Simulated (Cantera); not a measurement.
A diamond (100) surface in a fixed gas of H2 with x(CH4) = 0.0035, x(H) = 0.0017, at 1173 K, 30.0 Torr; coverages are run to steady state.

Computed with Cantera and the Harris–Goodwin 1993 mechanism for the reconstructed diamond (100) surface.

θ: site fractions in the mechanism's names (c6HH fully hydrogenated, c6H* and c6*H radical sites, c6** diradical, c6HM methylated).

| x(CH3) | growth (µm/h) | θ c6HH | θ c6H* | θ c6*H | θ c6** | θ c6HM |
|---|---|---|---|---|---|---|
| 1e-06 | [?] | 0.469 | 0.0350 | 0.473 | 0.0233 | 2.28e-5 |
| 2.2e-06 | [?] | 0.469 | 0.0350 | 0.473 | 0.0233 | 5.01e-5 |
| 5e-06 | [?] | 0.469 | 0.0350 | 0.473 | 0.0232 | 0.000114 |
| 1.1e-05 | [?] | 0.469 | 0.0350 | 0.473 | 0.0232 | 0.000250 |
| 2.5e-05 | [?] | 0.468 | 0.0350 | 0.472 | 0.0232 | 0.000568 |
| 5.5e-05 | [?] | 0.468 | 0.0349 | 0.472 | 0.0231 | 0.00125 |
| 0.00012 | [?] | 0.467 | 0.0348 | 0.471 | 0.0228 | 0.00270 |
| 0.00027 | [?] | 0.464 | 0.0346 | 0.468 | 0.0223 | 0.00601 |
| 0.00061 | [?] | 0.459 | 0.0342 | 0.461 | 0.0211 | 0.0132 |

Q: What belongs in the gaps?

A: 
- 1e-06, growth (µm/h): 0.00729
- 2.2e-06, growth (µm/h): 0.0160
- 5e-06, growth (µm/h): 0.0365
- 1.1e-05, growth (µm/h): 0.0801
- 2.5e-05, growth (µm/h): 0.182
- 5.5e-05, growth (µm/h): 0.399
- 0.00012, growth (µm/h): 0.864
- 0.00027, growth (µm/h): 1.91
- 0.00061, growth (µm/h): 4.17
